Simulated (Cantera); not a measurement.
An isothermal, constant-pressure homogeneous reactor starts with NO : N₂ = 1 : 9.3 (molar parts), at 2023 K and 0.0133 bar. Integrator tolerance rtol = 1e-08.

Model: GRI-Mech 3.0 (53 species, 325 reactions), integrated in Cantera. Radical loss at walls, strong at low pressure, is not modelled.

Q: What does this change do: pressure from 0.0133 bar to 0.0267 bar?

A: 
| quantity | before | after |
|---|---|---|
| x(NO) at 9.00 s | 0.0775 (gas-phase equilibrium 0.00419) | 0.0647 (gas-phase equilibrium 0.00420) |
| x(O) at 9.00 s | 0.000732 (gas-phase equilibrium 0.00148) | 0.000648 (gas-phase equilibrium 0.00105) |
| x(N₂) at 9.00 s | 0.912 (gas-phase equilibrium 0.949) | 0.919 (gas-phase equilibrium 0.949) |
| x(N₂O) at 9.00 s | 2.25e-6 (gas-phase equilibrium 2.98e-8) | 1.62e-6 (gas-phase equilibrium 4.22e-8) |
| x(NO₂) at 9.00 s | 3.15e-6 (gas-phase equilibrium 3.74e-7) | 4.83e-6 (gas-phase equilibrium 5.31e-7) |
| x(O₂) at 9.00 s | 0.00939 (gas-phase equilibrium 0.0457) | 0.0158 (gas-phase equilibrium 0.0459) |

Q: What does this change do: NO 1 to 0.18 parts?

A: 
| quantity | before | after |
|---|---|---|
| x(NO) at 9.00 s | 0.0775 (gas-phase equilibrium 0.00419) | 0.0184 (gas-phase equilibrium 0.00182) |
| x(O) at 9.00 s | 0.000732 (gas-phase equilibrium 0.00148) | 0.000109 (gas-phase equilibrium 0.000631) |
| x(N₂) at 9.00 s | 0.912 (gas-phase equilibrium 0.949) | 0.981 (gas-phase equilibrium 0.989) |
| x(N₂O) at 9.00 s | 2.25e-6 (gas-phase equilibrium 2.98e-8) | 1.58e-7 (gas-phase equilibrium 1.32e-8) |
| x(NO₂) at 9.00 s | 3.15e-6 (gas-phase equilibrium 3.74e-7) | 1.19e-7 (gas-phase equilibrium 6.91e-8) |
| x(O₂) at 9.00 s | 0.00939 (gas-phase equilibrium 0.0457) | 0.000216 (gas-phase equilibrium 0.00827) |
